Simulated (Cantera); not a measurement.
An adiabatic, constant-pressure homogeneous reactor starts with 8.42 % CH3OH, 12.6 % O2, 79.0 % N2, equivalence ratio 1.0, at 1750 K and 9.87 atm.

Model: GRI-Mech 3.0 (53 species, 325 reactions), integrated in Cantera. GRI-Mech 3.0 was tuned for natural gas; its chemistry of methanol as a main component is partial and can be far from experiment.

One state of this run: T (K) = 2792; x CH3OH = <1e-12; x O2 = 0.0124; x CH4 = <1e-12; x C2H4 = <1e-12; x C2H = <1e-12; x NO = 0.000980. x: mole fraction; the columns are a selection and need not sum to one.

Problem. Which value of t (s) does it belong to?
A) 1.00
B) 0.0376
C) 5.97e-6
D) 5.32e-5

Solution. D, 5.32e-5
